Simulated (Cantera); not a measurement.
An isothermal plug-flow reactor at 800 K and 300000 Pa (inlet), inlet velocity 0.14 m/s, active area per volume 1200 1/m; feed CO : O₂ : N₂ = 0.031 : 0.01 : 0.79 (molar parts), equivalence ratio 1.6.

Cantera simulation using Deutschmann's 1995 Pt surface mechanism with GRI-Mech 3.0 gas chemistry; the numbers are that mechanism's predictions, not measurements. Catalytic surfaces can have several steady states; this one follows from the mechanism file's or the stated starting coverage. Mass transfer to the wall is taken as infinitely fast.

One state of this run: x CO = 0.0322; x O₂ = 0.00949; x H₂O = <1e-12; x CO₂ = 0.00515; θ free Pt = 0.0583; θ CO* = 0.941; θ C* = 2.50e-10. x: gas mole fraction; θ: surface coverage.

Question: Which value of z (m) does it belong to?
(A) 0.036
(B) 0.013
(C) 0.001
(D) 0.022

Answer: C, 0.001
